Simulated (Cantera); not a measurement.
## Stirred combustor or abatement burner

A perfectly stirred reactor is fed with CH3OH : O2 : N2 = 1 : 3.66 : 12.4 (molar parts), equivalence ratio 0.41, at 1200000 Pa; it is adiabatic with a 750 K inlet, and is followed from long to short residence time, starting on the burning branch (τ in s: 0.023, 0.013, 0.0073, 0.0041, 0.0023, 0.0013, 0.00073, 0.00041, 0.00023, 0.00013, 7.2e-05, 4e-05).

Model: GRI-Mech 3.0 (53 species, 325 reactions), integrated in Cantera. GRI-Mech 3.0 was tuned for natural gas; its chemistry of methanol as a main component is partial and can be far from experiment. The pressure lies above the range GRI-Mech 3.0 was tuned for (to about 10 atm).

```csv
τ (s),T (K),x CH3OH,x O2,x OH,x H2,x C2H6
0.023,1795,3.51e-6,0.123,0.000425,1.26e-5,<1e-12
0.013,1794,5.65e-6,0.123,0.000465,1.72e-5,<1e-12
0.0073,1792,9.02e-6,0.123,0.000514,2.42e-5,<1e-12
0.0041,1790,1.43e-5,0.123,0.000570,3.49e-5,1.74e-12
0.0023,1786,2.27e-5,0.123,0.000631,5.12e-5,3.03e-12
0.0013,1781,3.60e-5,0.124,0.000689,7.62e-5,5.38e-12
0.00073,1771,5.91e-5,0.124,0.000729,0.000117,1.04e-11
0.00041,1755,0.000103,0.125,0.000717,0.000190,2.39e-11
0.00023,1714,0.000232,0.128,0.000534,0.000393,8.87e-11
0.00013,750,0.0586,0.215,<1e-12,<1e-12,<1e-12
7.2e-5,750,0.0586,0.215,<1e-12,<1e-12,<1e-12
4.0e-5,750,0.0586,0.215,<1e-12,<1e-12,<1e-12
```
x: mole fraction; the columns are a selection and need not sum to one.
